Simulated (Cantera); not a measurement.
Charge: 1 mol C3H8, 1.1 mol CO2, at 83.0 bar.

Equilibrium computed with Cantera from the NASA thermochemical tables; the gas is ideal and each condensed phase is pure. Candidate condensed phases: C, C6H6, C7H8, C8H18, H2O; 110 gas species. The ideal-gas law is rough above about 30 bar. Equilibrium is a limit: real reactors are often held back by kinetics, nucleation or transport. All values below are at 1800 °C.

Base state: H2 0.628, CO 0.358, CH4 0.0115, H2O 0.00165, C2H2 (acetylene) 0.000769, H 0.000229, CO2 0.000194, C2H4 0.000182 (mole fractions); condensed: C(graphite).

**Question.** What changes in the equilibrium state with this change: pressure from 83.0 bar to 1.00 bar?

**Answer.** 
| species | before | after |
|---|---|---|
| H2 | 0.628 | 0.642 |
| CO | 0.358 | 0.355 |
| H | 0.000229 | 0.00211 |
| CH4 | 0.0115 | 0.000145 |
| CO2 | 0.000194 | 2.30e-6 |
| H2O | 0.00165 | 2.02e-5 |
| C2H4 | 0.000182 | 2.30e-6 |
| C(graphite), mol | 1.83 | 1.89 |
